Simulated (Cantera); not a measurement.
**Reactions in the system B-H-O**

Source: NASA polynomial tables (part measured, part estimated), evaluated in Cantera. Values are per mole of reaction as written; species without (g) are pure solids or liquids, kept so even where they would boil at 1 bar.

O2(g) + 2 B2O2(g) + 2 H2O(g) = 4 HBO2(g)

```
T (K)  ΔH° (kJ)  ΔS° (J/K)  ΔG° (kJ)  log10 K
-----  --------  ---------  --------  -------
2148     -865.3     -141.0    -562.3    13.67
2248     -865.6     -141.2    -548.2    12.74
2348     -865.9     -141.3    -534.1    11.88
2448     -866.2     -141.5    -519.9    11.09
2548     -866.6     -141.6    -505.8    10.37
```
